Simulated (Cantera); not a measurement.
Cantera run:

```python
import numpy as np
import cantera as ct

gas_names = """
    H2O O3
""".split()
cond_names = """
    Cu(cr) Cu(L) CuO2H2(s)
""".split()


# ... load() reads the species with a 1 bar reference pressure and builds the phases ...
species = {s.name: s for s in load("nasa_gas.yaml", gas_names) + load("nasa_condensed.yaml", cond_names)}
# Each term lists the table entries of one substance; the one whose range holds T is used.
reactions = {
    '3 H2O(g) + 3 Cu + O3(g) = 3 Cu(OH)2':
        [(-3, ['H2O']), (-3, ['Cu(cr)', 'Cu(L)']), (-1, ['O3']), (3, ['CuO2H2(s)'])],
}


def pick(names, T):
    return next(species[n] for n in names if species[n].thermo.min_temp <= T <= species[n].thermo.max_temp)


results = []
for label, terms in reactions.items():
    print(label)
    print("     T/K   dH/kJ  dS/(J/K)   dG/kJ   log10 K")
    for T in [300, 800, 850, 900, 950, 1000, 1050, 1100, 1150]:
        used = [(nu, pick(names, T)) for nu, names in terms]
        dH = sum(nu * s.thermo.h(T) for nu, s in used) / 1e6
        dS = sum(nu * s.thermo.s(T) for nu, s in used) / 1e3
        dG = dH - T * dS / 1e3
        logK = -dG * 1e6 / (ct.gas_constant * T * np.log(10))
        results.append((label, T, dH, dS, dG, logK, [s.name for _, s in used]))
        print(f"{T:8g} {dH:8.1f} {dS:8.1f} {dG:8.1f} {logK:8.2f}")
```

It prints:

```
3 H2O(g) + 3 Cu + O3(g) = 3 Cu(OH)2
     T/K   dH/kJ  dS/(J/K)   dG/kJ   log10 K
     300   -767.3   -579.4   -593.5   103.34
     800   -725.8   -499.8   -325.9    21.28
     850   -721.1   -494.1   -301.1    18.50
     900   -716.3   -488.7   -276.5    16.05
     950   -711.6   -483.5   -252.2    13.87
    1000   -706.9   -478.7   -228.2    11.92
    1050   -702.3   -474.2   -204.4    10.17
    1100   -697.7   -470.0   -180.8     8.58
    1150   -693.3   -466.0   -157.4     7.15
```

Standard-state values (1 bar) from the NASA 1993 polynomials, evaluated with Cantera. Condensed species are held in their standard states even where they would react or evaporate.
